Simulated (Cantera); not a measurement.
What does this Cantera script print?

```python
import numpy as np
import cantera as ct

gas_names = """
    AL ALH ALN ALO ALOH ALO2 ALO2H AL2 AL2O AL2O2 H HALO HNO HNO2 HNO3 HO2 H2 H2O H2O2 N NH NH2 NH3
    NH2OH NO NO2 NO3 N2 N2H2 N2H4 N2O O OH O2 O3
""".split()
cond_names = """
    AL(cr) AL(L) ALN(s) AL2O3(a) AL2O3(L) H2O(s) H2O(L)
""".split()


def load(file, names, dense=False):
    # The tables refer to 1 bar. Condensed volumes are neglected.
    table = {s.name: s for s in ct.Species.list_from_file(file)}
    out = []
    for n in names:
        d = dict(table[n].input_data)
        d["thermo"] = dict(d["thermo"], **{"reference-pressure": 1e5})
        if dense:
            d["equation-of-state"] = {"model": "constant-volume", "density": "1e6 g/cm^3"}
        out.append(ct.Species.from_dict(d))
    return out


gas = ct.Solution(thermo="ideal-gas", species=load("nasa_gas.yaml", gas_names))
cond = {s.name: ct.Solution(thermo="fixed-stoichiometry", species=[s], name=s.name)
        for s in load("nasa_condensed.yaml", cond_names, dense=True)}
atoms = {
    'Al': {'AL': 1},
    'N2O': {'N': 2, 'O': 1},
    'H2': {'H': 2},
}
top_T = {'ALN(s)': 2750}  # K; cautious upper limits of use, not melting points


def equilibrate(T, P, feed):
    n = {}
    for name, mol in feed.items():
        for a, k in atoms[name].items():
            n[a] = n.get(a, 0.0) + k * mol
    gas.TPX = T, P, n
    mass = sum(n.values()) * gas.mean_molecular_weight
    gas.equilibrate("TP")
    valid = [c for c in cond.values() if c.min_temp <= T <= top_T.get(c.name, c.max_temp)]
    mix = ct.Mixture([(gas, mass / gas.mean_molecular_weight)] + [(c, 0.0) for c in valid])
    mix.T, mix.P = T, P
    mix.equilibrate("TP", solver="vcs", rtol=1e-11, max_steps=5000)
    return mix


results = []
T = 725  # K
P = 1000  # Pa
for m in [5.5, 8.5, 11, 14, 17, 20, 24]:
    feed = {'Al': 1, 'N2O': m, 'H2': 19}  # mol
    mix = equilibrate(T, P, feed)
    results.append((T, P, feed, dict(zip(mix.species_names, mix.species_moles))))
    x = sorted(zip(gas.X, gas.species_names), reverse=True)
    print(f"T = {T:g} K  P = {P:g} Pa  n(N2O) = {m:g} mol  gas = {mix.phase_moles(0):.4g} mol")
    print("   x: " + "  ".join(f"{s} {v:.3e}" for v, s in x if v > 1e-05))
    print("   condensed (mol): " + ("  ".join(f"{mix.phase(i).name} {mix.phase_moles(i):.4g}"
          for i in range(1, mix.n_phases) if mix.phase_moles(i) > 1e-12) or "none"))
```

Output:

```
T = 725 K  P = 1000 Pa  n(N2O) = 5.5 mol  gas = 24.5 mol
   x: H2 6.122e-01  N2 2.245e-01  H2O 1.633e-01  NH3 1.555e-05
   condensed (mol): AL2O3(a) 0.5
T = 725 K  P = 1000 Pa  n(N2O) = 8.5 mol  gas = 27.5 mol
   x: H2 4.364e-01  N2 3.091e-01  H2O 2.545e-01  NH3 1.098e-05
   condensed (mol): AL2O3(a) 0.5
T = 725 K  P = 1000 Pa  n(N2O) = 11 mol  gas = 30 mol
   x: N2 3.667e-01  H2O 3.167e-01  H2 3.167e-01
   condensed (mol): AL2O3(a) 0.5
T = 725 K  P = 1000 Pa  n(N2O) = 14 mol  gas = 33 mol
   x: N2 4.242e-01  H2O 3.788e-01  H2 1.970e-01
   condensed (mol): AL2O3(a) 0.5
T = 725 K  P = 1000 Pa  n(N2O) = 17 mol  gas = 36 mol
   x: N2 4.722e-01  H2O 4.306e-01  H2 9.722e-02
   condensed (mol): AL2O3(a) 0.5
T = 725 K  P = 1000 Pa  n(N2O) = 20 mol  gas = 39 mol
   x: N2 5.128e-01  H2O 4.744e-01  H2 1.282e-02
   condensed (mol): AL2O3(a) 0.5
T = 725 K  P = 1000 Pa  n(N2O) = 24 mol  gas = 44.75 mol
   x: N2 5.363e-01  H2O 4.246e-01  O2 3.911e-02
   condensed (mol): AL2O3(a) 0.5
```

Cantera equilibrium calculation (NASA polynomials, part measured and part estimated; ideal gas, pure solids and liquids).
